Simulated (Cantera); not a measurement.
Input (Python, Cantera) and output of one run.

```python
import numpy as np
import cantera as ct

gas_names = """
    H HO2 H2 H2O H2O2 Mg MgH MgO MgOH MgO2H2 Mg2 O OH O2 O3
""".split()
cond_names = """
    H2O(s) H2O(L) Mg(cr) Mg(L) MgO(s) MgO(L) MgO2H2(s)
""".split()


# ... load() reads the species with a 1 bar reference pressure and builds the phases ...
atoms = {
    'MgO': {'Mg': 1, 'O': 1},
    'H2': {'H': 2},
}
top_T = {}  # K; cautious upper limits of use, not melting points


# ... equilibrate(T, P, feed) seeds the gas with the atoms and calls Mixture.equilibrate('TP', solver="vcs", rtol=1e-11, max_steps=5000) ...
results = []
feed = {'MgO': 1, 'H2': 0.036}  # mol
P = 260000  # Pa
for T in [2073, 2173, 2273, 2373, 2473, 2573, 2673, 2773, 2873, 2973, 3073]:
    mix = equilibrate(T, P, feed)
    results.append((T, P, feed, dict(zip(mix.species_names, mix.species_moles))))

top = {s: max(r[3][s] / sum(r[3][g] for g in gas_names) for r in results) for s in gas_names}
cols = sorted((s for s in top if top[s] > 0.001), key=lambda s: -top[s])[:7]
seen = [c for c in cond_names if any(r[3].get(c, 0) > 1e-12 for r in results)]
print("log10 of partial pressures in bar; condensed amounts in mol")
print(f"{'T/K':>10s}" + "".join(f"{s[:9]:>10s}" for s in cols + seen))
for T, P, feed, n in results:
    ng = sum(n[g] for g in gas_names)
    print(f"{T:10.4g}" + "".join(f"{np.log10(max(n[s] / ng * P / 1e5, 1e-99)):10.3f}" for s in cols)
          + "".join(f"{n.get(c, 0):10.4g}" for c in seen))
```

Result:

```
log10 of partial pressures in bar; condensed amounts in mol
       T/K        H2        Mg       H2O         H      MgOH        OH       MgO    MgO(s)
      2073     0.411    -1.991    -1.980    -2.375    -4.423    -5.709    -7.084    0.9999
      2173     0.407    -1.719    -1.707    -2.113    -3.946    -5.100    -6.327    0.9997
      2273     0.401    -1.472    -1.461    -1.875    -3.513    -4.546    -5.638    0.9995
      2373     0.391    -1.250    -1.238    -1.659    -3.120    -4.039    -5.008    0.9992
      2473     0.377    -1.049    -1.037    -1.463    -2.764    -3.574    -4.431    0.9986
      2573     0.355    -0.868    -0.857    -1.287    -2.440    -3.147    -3.899    0.9979
      2673     0.325    -0.705    -0.697    -1.128    -2.147    -2.753    -3.409    0.9968
      2773     0.283    -0.562    -0.557    -0.987    -1.883    -2.388    -2.955    0.9953
      2873     0.226    -0.436    -0.436    -0.865    -1.647    -2.051    -2.533    0.9932
      2973     0.152    -0.328    -0.338    -0.762    -1.439    -1.740    -2.141    0.9905
      3073     0.055    -0.239    -0.263    -0.679    -1.259    -1.452    -1.776    0.9869
```

Method: chemical equilibrium by Gibbs-energy minimisation in Cantera with the NASA 1993 tables (ideal gas, pure condensed phases). The tables' values for MgH are old estimates; treat these amounts as uncertain.
